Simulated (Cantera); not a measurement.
## Ammonia decomposition in nitride growth gas

An isothermal, constant-pressure homogeneous reactor starts with NH3 : N2 = 1 : 0.16 (molar parts), at 1625 K and 0.987 atm.

Cantera simulation using the gas-phase N/H chemistry of the illustrative SiF4/NH3 mechanism in the Surface Chemkin manual (1991); the numbers are that mechanism's predictions, not measurements. Walls and surfaces, which speed up NH3 decomposition in real reactors, are not modelled.

| t (s) | x NH3 | x N2H4 | x H | x NH | x N2 | x H2 | x N2H2 |
|---|---|---|---|---|---|---|---|
| 0.000300 | 0.862 | 2.39e-8 | 8.26e-9 | 2.94e-8 | 0.138 | 1.86e-5 | 5.68e-8 |
| 0.000917 | 0.862 | 1.59e-7 | 1.67e-8 | 1.58e-7 | 0.138 | 8.16e-5 | 4.21e-7 |
| 0.00280 | 0.861 | 2.92e-7 | 4.34e-8 | 2.59e-7 | 0.138 | 0.000435 | 7.92e-7 |
| 0.00857 | 0.860 | 2.92e-7 | 1.12e-7 | 2.66e-7 | 0.138 | 0.00162 | 7.96e-7 |
| 0.0262 | 0.855 | 2.87e-7 | 3.18e-7 | 2.80e-7 | 0.139 | 0.00523 | 7.87e-7 |
| 0.0801 | 0.842 | 2.74e-7 | 9.31e-7 | 3.09e-7 | 0.142 | 0.0160 | 7.61e-7 |
| 0.245 | 0.803 | 2.48e-7 | 2.70e-6 | 3.47e-7 | 0.149 | 0.0473 | 6.88e-7 |
| 0.749 | 0.703 | 1.97e-7 | 7.42e-6 | 3.59e-7 | 0.169 | 0.128 | 5.23e-7 |
| 2.29 | 0.504 | 1.16e-7 | 1.79e-5 | 3.14e-7 | 0.208 | 0.288 | 2.75e-7 |
| 7.00 | 0.260 | 3.91e-8 | 3.37e-5 | 2.10e-7 | 0.255 | 0.485 | 8.23e-8 |
| 21.4 | 0.0976 | 6.87e-9 | 4.79e-5 | 9.95e-8 | 0.287 | 0.616 | 1.36e-8 |
| 65.4 | 0.0312 | 7.96e-10 | 5.53e-5 | 3.61e-8 | 0.299 | 0.669 | 1.55e-9 |
| 200 | 0.00979 | 8.19e-11 | 5.81e-5 | 1.19e-8 | 0.304 | 0.687 | 1.59e-10 |
x: mole fraction; the columns are a selection and need not sum to one.

Equilibrium at this temperature and pressure: NH3 1.38e-5, N2H4 <1e-12, H 5.92e-5, NH 1.70e-11, N2 0.306, H2 0.694, N2H2 <1e-12 (gas phase only).
